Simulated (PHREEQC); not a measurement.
1 kg of water holding 0.62 mol/kgw KCl, 0.058 mol/kgw MgSO4 and 0.034 mol/kgw LiCl is evaporated at 20 °C; the solids stay in contact with the brine. CO2 from the air is kept out. Only these solids could form: Arcanite, Bischofite, Brucite, Carnallite, Epsomite, Hexahydrite, Kainite, Kieserite, Leonite, Misenite, Schoenite, Sylvite, MgCl2_4H2O.

The series has 21 steps of water left (kg), from 1 to 0.01725.

Model: Pitzer model, pitzer.dat, run in PHREEQC.

Problem. Which solids form, in which order, and at which step of the series does each first stand?

Solution. Arcanite from water left = 0.2082 kg, last present at water left = 0.02756 kg; Sylvite from water left = 0.1156 kg; Schoenite from water left = 0.03548 kg.
